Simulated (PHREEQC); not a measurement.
HCl is added in steps, without added water, to 1 kg of water holding 0.036 mol/kgw KOH and 0.0037 mol/kgw Na2CO3, at 25 °C. Oxygen alone is held at its pressure in air (log pO2 = -0.68). The system is closed to CO2. The run lets Halite, Sylvite precipitate or redissolve, and no other solid.

Base run: PHREEQC, ion-association model, phreeqc.dat. Each further column changes one thing. The table gives CO2 (mol/kgw).

```tsv
HCl added (mol)	base	Na2CO3 from 0.0037 to 0.00185 mol/kgw	diluted 2-fold with water	no solid may form
0	9.34e-12	4.87e-12	2.05e-11	9.34e-12
0.01063	1.88e-11	9.79e-12	1.20e-10	1.88e-11
0.02656	1.33e-10	6.97e-11	0.00185	1.33e-10
0.03719	1.40e-7	4.07e-7	0.00185	1.40e-7
0.04781	0.00370	0.00185	0.00185	0.00370
0.05844	0.00370	0.00185	0.00185	0.00370
0.07437	0.00370	0.00185	0.00185	0.00370
0.085	0.00370	0.00185	0.00185	0.00370
```
